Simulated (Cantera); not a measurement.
An isothermal, constant-pressure homogeneous reactor starts with 2.82 % CH4, 97.2 % H2, at 1975 K and 41.3 Torr.

Computed with Cantera and GRI-Mech 3.0 (53 species, 325 reactions). GRI-Mech 3.0 stops at C3 and has no aromatics, soot or wall deposition, so with more carbon than oxygen in the feed, carbon stays in small species such as C2H2 where larger ones or solid carbon would form.

Predict: x(CH4) at 2.00 s; x(H2) at 2.00 s; x(H) at 2.00 s; x(C2H2) at 2.00 s; x(C2H4) at 2.00 s.


```
Property                                              Result
-----------------  -----------------------------------------
x(CH4) at 2.00 s   0.000122 (gas-phase equilibrium 0.000110)
x(H2) at 2.00 s          0.980 (gas-phase equilibrium 0.980)
x(H) at 2.00 s       0.00582 (gas-phase equilibrium 0.00582)
x(C2H2) at 2.00 s      0.0136 (gas-phase equilibrium 0.0136)
x(C2H4) at 2.00 s    5.66e-6 (gas-phase equilibrium 5.66e-6)
```
